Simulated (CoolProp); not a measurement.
Computed with CoolProp (reference Helmholtz-energy equation of state, Platzer 1990). This equation is an older, rougher fit; its heat capacities, sound speeds and derivatives of the liquid may be far off and weren't checked against measurements.

### Question
Give the vapour pressure (MPa), vapour density (kg/m³), enthalpy of vaporisation (kJ/kg), liquid viscosity (µPa s) of saturated c-C4F8 (RC318) at 270.8, 291.2, 301.4 K.

### Answer
```csv
T (K),p (MPa),vapour density (kg/m³),enthalpy of vaporisation (kJ/kg),liquid viscosity (µPa s)
270.8,0.117,11.0,115,549
291.2,0.249,22.5,107,402
301.4,0.346,31.0,103,346
```

Viscosity comes from a separate model (Huber 2003), an estimate that may be off by 10 % or more.
